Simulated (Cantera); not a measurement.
An adiabatic, constant-pressure homogeneous reactor starts with 5.62 % CH4, 18.4 % O2, 69.2 % N2, 6.75 % H2O, equivalence ratio 0.61, at 1648 K and 0.400 bar.

Computed with Cantera and GRI-Mech 3.0 (53 species, 325 reactions).

### Question
Predict: time of steepest temperature rise; temperature at 0.900 s; equilibrium temperature; x(O2) at 0.900 s; x(H2O) at 0.900 s; x(OH) at 0.900 s.

### Answer
```
Property                                                          Result
---------------------------------  -------------------------------------
time of steepest temperature rise                               0.667 ms
temperature at 0.900 s                                            2499 K
equilibrium temperature                                           2499 K
x(O2) at 0.900 s                   0.0663 (gas-phase equilibrium 0.0663)
x(H2O) at 0.900 s                    0.161 (gas-phase equilibrium 0.161)
x(OH) at 0.900 s                   0.0173 (gas-phase equilibrium 0.0173)
```
